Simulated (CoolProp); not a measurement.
Vapour pressure (bar) of R1233zd(E): the reference equation beside estimates from Tc = 165.7 °C, pc = 35.83 bar, ω = 0.304.

Computed with CoolProp (reference Helmholtz-energy equation of state, Akasaka 2022).

| T (°C) | reference | van der Waals | Peng-Robinson |
|---|---|---|---|
| 22.85 | [?] | 5.926 | 1.202 |
| 30.55 | 1.582 | 6.772 | 1.576 |
| 38.25 | [?] | [?] | 2.035 |
| 45.95 | 2.602 | 8.694 | 2.591 |
| 53.65 | 3.271 | 9.774 | 3.258 |
| 61.35 | [?] | 10.94 | 4.050 |
| 69.05 | 4.994 | 12.19 | 4.982 |
| 76.75 | [?] | 13.52 | 6.069 |

Problem. What belongs in the gaps?

Solution. 
- 22.85, reference: 1.206
- 38.25, reference: 2.043
- 38.25, van der Waals: 7.694
- 61.35, reference: 4.063
- 76.75, reference: 6.078

Absolute difference from the reference over all 8 rows, mean and median: van der Waals 233.1 and 216.5 %, Peng-Robinson 0.3 and 0.4 %.
